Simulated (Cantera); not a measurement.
What does this Cantera script print?

```python
import numpy as np
import cantera as ct

surf = ct.Interface("diamond.yaml", "diamond_100")
gas, bulk = surf.adjacent["gas"], surf.adjacent["diamond"]
k = surf.kinetics_species_index(bulk.species_names[0])
cover = ["c6HH", "c6H*", "c6*H", "c6**", "c6HM", "c6B"]

rows, drift = [], 0.0
print(f"{'xH':>10s}{'um/h':>11s}" + "".join(f"{s:>11s}" for s in cover))
for v in [0.0001, 0.0002, 0.00041, 0.00082, 0.0017, 0.0033, 0.0067, 0.014, 0.027]:
    T, P, xH, xCH3 = 1125, 14000, v, 2.2e-05
    gas.TPX = T, P, {"H": xH, "CH3": xCH3, "CH4": 0.0048, "H2": 1 - xH - xCH3 - 0.0048}
    surf.TP = bulk.TP = T, P
    surf.coverages = "c6H*:0.1, c6HH:0.9"
    surf.advance_coverages(100.0)
    before = surf.coverages
    surf.advance_coverages(100.0)
    drift = max(drift, np.max(np.abs(surf.coverages - before) / (surf.coverages + 1e-9)))
    rate = surf.net_production_rates[k] * bulk.mean_molecular_weight / bulk.density * 3.6e9
    rows.append([rate, *surf[cover].coverages])
    print(f"{v:10.4g}{rate:11.4e}" + "".join(f"{x:11.3e}" for x in rows[-1][1:]))
```

It prints:

```
        xH       um/h       c6HH       c6H*       c6*H       c6**       c6HM        c6B
    0.0001 1.5680e-01  6.004e-01  2.429e-02  3.636e-01  5.546e-03  3.635e-03  4.255e-10
    0.0002 3.3354e-01  5.520e-01  2.705e-02  4.049e-01  9.325e-03  4.058e-03  9.051e-10
   0.00041 6.4458e-01  5.220e-01  2.869e-02  4.294e-01  1.339e-02  4.015e-03  1.749e-09
   0.00082 1.0691e+00  5.063e-01  2.955e-02  4.421e-01  1.658e-02  3.447e-03  2.901e-09
    0.0017 1.5704e+00  4.980e-01  3.005e-02  4.491e-01  1.882e-02  2.499e-03  4.261e-09
    0.0033 1.9737e+00  4.944e-01  3.034e-02  4.526e-01  2.004e-02  1.637e-03  5.356e-09
    0.0067 2.2847e+00  4.926e-01  3.058e-02  4.546e-01  2.078e-02  9.397e-04  6.200e-09
     0.014 2.4827e+00  4.917e-01  3.088e-02  4.554e-01  2.121e-02  4.904e-04  6.737e-09
     0.027 2.5852e+00  4.913e-01  3.130e-02  4.555e-01  2.147e-02  2.651e-04  7.015e-09
```

Model: the Harris–Goodwin 1993 mechanism for the reconstructed diamond (100) surface, integrated in Cantera.
